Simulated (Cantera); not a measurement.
Cantera run, input and output.

```python
import numpy as np
import cantera as ct

gas = ct.Solution("gri30.yaml")
gas.TPX = 550, 1000000, {'C3H8': 1, 'O2': 6.85, 'N2': 25.8, 'H2O': 1.4}
flame = ct.FreeFlame(gas, width=0.008)
flame.set_refine_criteria(ratio=3, slope=0.08, curve=0.16)
flame.transport_model = "mixture-averaged"
flame.solve(loglevel=0, auto=True)
flame.transport_model = "multicomponent"
flame.soret_enabled = True
flame.solve(loglevel=0, refine_grid=True)
z, T = flame.grid, flame.T
thick = (T[-1] - T[0]) / np.gradient(T, z).max()
show = ['C3H8', 'O2', 'H2O', 'C2H6', 'HO2', 'CH2']
print(f"laminar burning velocity  {flame.velocity[0] * 100:.3f} cm/s")
print(f"burnt temperature         {T[-1]:.1f} K")
print(f"thermal thickness         {thick * 1e3:.4f} mm")
print(f"grid points               {len(z)}")
z0 = z[flame.heat_release_rate.argmax()]
print(f"{'z/mm':>9s}{'T/K':>9s}{'u/(m/s)':>9s}" + "".join(f"{s:>11s}" for s in show))
rows = []
for k in (-3, -2, -1.5, -1, -0.5, -0.25, 0, 0.25, 0.5, 1, 2, 4, 8):
    zz = z0 + k * thick
    rows.append([k * thick, np.interp(zz, z, T), np.interp(zz, z, flame.velocity),
                 *(np.interp(zz, z, flame.X[gas.species_index(s)]) for s in show)])
    print(f"{rows[-1][0] * 1e3:9.3f}{rows[-1][1]:9.1f}{rows[-1][2]:9.3f}" + "".join(f"{x:11.3e}" for x in rows[-1][3:]))
```

Output:

```
laminar burning velocity  36.757 cm/s
burnt temperature         2066.8 K
thermal thickness         0.0719 mm
grid points               150
     z/mm      T/K  u/(m/s)       C3H8         O2        H2O       C2H6        HO2        CH2
   -0.216    550.7    0.368  2.853e-02  1.953e-01  4.004e-02  5.764e-08  1.300e-07  4.443e-18
   -0.144    555.5    0.372  2.856e-02  1.949e-01  4.063e-02  6.932e-07  1.062e-06 -3.941e-17
   -0.108    572.8    0.384  2.863e-02  1.934e-01  4.248e-02  4.356e-06  4.729e-06  2.263e-16
   -0.072    657.9    0.442  2.837e-02  1.858e-01  5.040e-02  3.419e-05  2.632e-05  1.403e-13
   -0.036   1004.9    0.686  2.078e-02  1.517e-01  7.939e-02  2.485e-04  1.441e-04  2.246e-09
   -0.018   1337.3    0.927  8.349e-03  1.170e-01  1.063e-01  3.798e-04  3.150e-04  3.328e-07
    0.000   1685.1    1.180  2.436e-04  8.046e-02  1.323e-01  4.519e-05  2.680e-04  6.922e-06
    0.018   1858.6    1.296  9.616e-08  6.319e-02  1.417e-01  8.680e-08  6.428e-05  1.852e-06
    0.036   1937.2    1.344  2.004e-11  5.703e-02  1.443e-01  9.404e-11  3.350e-05  9.871e-08
    0.072   2008.6    1.387  6.992e-15  5.269e-02  1.468e-01  1.179e-14  1.497e-05  3.309e-10
    0.144   2050.0    1.412  1.226e-15  5.075e-02  1.488e-01  1.542e-15  5.748e-06  5.252e-13
    0.287   2064.4    1.420 -3.505e-16  5.024e-02  1.497e-01 -4.622e-16  3.103e-06  7.620e-14
    0.575   2066.8    1.422 -1.901e-17  5.017e-02  1.498e-01 -2.559e-17  2.752e-06  2.929e-14
```

Detailed kinetics in Cantera: GRI-Mech 3.0 (53 species, 325 reactions). GRI-Mech 3.0 was tuned for natural gas; its chemistry of propane as a main component is partial and can be far from experiment. Burning velocities carry a grid error of a few per cent, more on coarse grids.
